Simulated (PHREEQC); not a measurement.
HF is added in steps, without added water, to 1 kg of water holding 0.039 mol CsF and 0.0013 mol NaBr, at 68 °C. O2 is buffered at 0.21 atm. CO2 is held at log p = -1 (atm). Only these solids could form: Nahcolite, Natron.

Base run: PHREEQC, ion-association model, wateq4f.dat. Each further column changes one thing. The table gives HCO3- (mol/kgw).

```json
[
 {"HF added (mol)": "0", "base": "0.000333", "NaBr from 0.0013 to 0.00065 mol/kgw": "0.000334", "NaBr left out": "0.000334", "diluted 10-fold with water": "…", "no solid may form": "0.000333"},
 {"HF added (mol)": "0.004875", "base": "2.26e-5", "NaBr from 0.0013 to 0.00065 mol/kgw": "2.26e-5", "NaBr left out": "2.26e-5", "diluted 10-fold with water": "2.36e-6", "no solid may form": "2.26e-5"},
 {"HF added (mol)": "0.008125", "base": "1.35e-5", "NaBr from 0.0013 to 0.00065 mol/kgw": "1.35e-5", "NaBr left out": "1.35e-5", "diluted 10-fold with water": "1.47e-6", "no solid may form": "1.35e-5"},
 {"HF added (mol)": "0.013", "base": "8.29e-6", "NaBr from 0.0013 to 0.00065 mol/kgw": "8.30e-6", "NaBr left out": "8.30e-6", "diluted 10-fold with water": "…", "no solid may form": "8.29e-6"},
 {"HF added (mol)": "0.01787", "base": "5.95e-6", "NaBr from 0.0013 to 0.00065 mol/kgw": "5.95e-6", "NaBr left out": "5.95e-6", "diluted 10-fold with water": "7.32e-7", "no solid may form": "5.95e-6"},
 {"HF added (mol)": "0.02113", "base": "4.98e-6", "NaBr from 0.0013 to 0.00065 mol/kgw": "4.99e-6", "NaBr left out": "4.99e-6", "diluted 10-fold with water": "6.35e-7", "no solid may form": "4.98e-6"},
 {"HF added (mol)": "0.026", "base": "3.99e-6", "NaBr from 0.0013 to 0.00065 mol/kgw": "4.00e-6", "NaBr left out": "4.00e-6", "diluted 10-fold with water": "5.34e-7", "no solid may form": "3.99e-6"},
 {"HF added (mol)": "0.03087", "base": "3.32e-6", "NaBr from 0.0013 to 0.00065 mol/kgw": "3.32e-6", "NaBr left out": "3.32e-6", "diluted 10-fold with water": "4.63e-7", "no solid may form": "3.32e-6"},
 {"HF added (mol)": "0.03413", "base": "2.98e-6", "NaBr from 0.0013 to 0.00065 mol/kgw": "2.98e-6", "NaBr left out": "2.98e-6", "diluted 10-fold with water": "…", "no solid may form": "2.98e-6"},
 {"HF added (mol)": "0.039", "base": "2.57e-6", "NaBr from 0.0013 to 0.00065 mol/kgw": "2.57e-6", "NaBr left out": "2.58e-6", "diluted 10-fold with water": "3.83e-7", "no solid may form": "2.57e-6"}
]
```

Q: Some entries are withheld; supply them.

A: 
- 0, diluted 10-fold with water: 0.000103
- 0.013, diluted 10-fold with water: 9.66e-7
- 0.03413, diluted 10-fold with water: 4.27e-7

Constants without temperature data keep their 25 °C values here.
